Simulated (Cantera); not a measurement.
# Thermodynamics of fluorocarbon and chlorocarbon gases, feed CF4 + HCl

Feed: 1 mol CF4, 0.46 mol HCl, at 55000 Pa.

Method: chemical equilibrium by Gibbs-energy minimisation in Cantera with the NASA 1993 tables (ideal gas, pure condensed phases). Candidate condensed phases: C, C6H6, C7H8, C8H18; 118 gas species. Condensed phases not in the tables: fluorocarbon polymer. Gases not in the tables: C2F6 and larger saturated fluorocarbons. The numbers say what is thermodynamically allowed, not how fast it happens.

From 600 K to 1000 K the condensed part is C(graphite). The main C-bearing gas is CF4 throughout. The share of C in condensed phases is highest at 1000 K (3.3 %) and lowest at 600 K (0.1 %).

```tsv
T (K)	log p CF4	log p HCl	log p HF	log p Cl2	log p CClF3	n C(graphite)
600	-0.43	-0.78	-2.16	-3.02	-2.34	0.00127
650	-0.43	-0.79	-1.98	-2.69	-2.23	0.00269
700	-0.44	-0.80	-1.82	-2.43	-2.14	0.00491
750	-0.44	-0.82	-1.67	-2.22	-2.08	0.00799
800	-0.44	-0.84	-1.55	-2.05	-2.02	0.0119
850	-0.45	-0.87	-1.44	-1.91	-1.98	0.0165
900	-0.45	-0.90	-1.35	-1.79	-1.95	0.0218
950	-0.46	-0.93	-1.27	-1.69	-1.92	0.0274
1000	-0.46	-0.97	-1.20	-1.61	-1.90	0.0332
```
log p: log10 of the partial pressure in bar; n: condensed amount in mol.
